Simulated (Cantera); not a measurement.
Input: 1 mol Si₃N₄, 0.15 mol O₂, 1.6 mol N₂, 0.36 mol N₂O, at 2.00 Pa.

Method: chemical equilibrium by Gibbs-energy minimisation in Cantera with the NASA 1993 tables (ideal gas, pure condensed phases). Candidate condensed phases: Si, SiO₂, Si₂N₂O, Si₃N₄; 16 gas species. Mutual solubility and eutectic melting of coexisting phases are not modelled. Equilibrium is a limit: real reactors are often held back by kinetics, nucleation or transport.

x: gas mole fraction; n: condensed amount in mol.

```csv
T (K),x N₂,x SiO,x Si,x Si₂N,x SiN,x Si₂,x Si₃,n Si₂N₂O(s),n Si₃N₄(s),n Si(s)
1148,1.00,3.61e-8,3.75e-11,<1e-12,1.53e-12,<1e-12,<1e-12,0.660,0.560,0
1198,1.00,4.63e-7,7.82e-10,<1e-12,2.25e-11,<1e-12,<1e-12,0.660,0.560,0
1248,1.000,4.82e-6,1.27e-8,9.06e-12,2.66e-10,<1e-12,<1e-12,0.660,0.560,0
1298,1.000,4.18e-5,1.67e-7,2.41e-10,2.60e-9,3.30e-12,<1e-12,0.660,0.560,0
1348,1.000,0.000308,1.81e-6,5.02e-9,2.14e-8,1.32e-10,___,0.659,0.560,0
1398,0.998,0.00196,1.65e-5,8.37e-8,1.51e-7,4.06e-9,___,0.656,0.561,0
1448,0.989,0.0110,0.000129,1.15e-6,9.28e-7,9.92e-8,___,0.636,0.568,0
1498,0.894,0.105,0.000502,4.12e-6,2.75e-6,6.33e-7,___,0.221,0,2.12
1548,0.856,0.143,0.00159,1.10e-5,6.93e-6,2.83e-6,___,0,0,2.33
```

Problem. Some entries are withheld; supply them.

Solution. 
- 1348, x Si₃: 3.24e-12
- 1398, x Si₃: 2.48e-10
- 1448, x Si₃: 1.42e-8
- 1498, x Si₃: 1.14e-7
- 1548, x Si₃: 5.63e-7
